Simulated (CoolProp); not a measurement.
Vapour-liquid equilibrium of R125 (1) + R143a (2) at 275 K; x and y are mole fractions of (1).

Values from CoolProp's multi-fluid Helmholtz-energy mixture model, Lemmon 2005 and Lemmon and Jacobsen 2000; pair parameters Lemmon 2004.

| x | bubble pressure (kPa) | y at the bubble point | dew pressure at overall composition x (kPa) | liquid density (mol/L) |
|---|---|---|---|---|
| 0.05 | 655.6 | 0.050 | 655.6 | 12.05 |
| 0.125 | 655.4 | 0.125 | 655.4 | 11.96 |
| 0.2 | 656.0 | 0.202 | 655.9 | 11.87 |
| 0.275 | 657.3 | 0.280 | 657.1 | 11.79 |
| 0.35 | 659.3 | 0.359 | 659.1 | 11.70 |
| 0.425 | … | 0.437 | 661.7 | 11.61 |
| 0.5 | 665.9 | 0.516 | 665.1 | 11.52 |
| 0.575 | 670.4 | 0.593 | 669.2 | 11.43 |
| 0.65 | 675.7 | 0.670 | 674.2 | 11.34 |
| 0.725 | … | 0.745 | … | 11.25 |
| 0.8 | 688.7 | 0.818 | 686.9 | 11.16 |
| 0.875 | 696.3 | 0.888 | 694.8 | 11.07 |
| 0.95 | 704.6 | 0.956 | 703.8 | 10.98 |

Question: Some entries are withheld; supply them.

Answer: 
- 0.425, bubble pressure (kPa): 662.2
- 0.725, bubble pressure (kPa): 681.8
- 0.725, dew pressure at overall composition x (kPa): 680.1

y crosses x between x = 0.05 and 0.125: the model has an azeotrope there.

Pair parameters are fitted to limited data, so mixtures are less certain than the pure fluids.
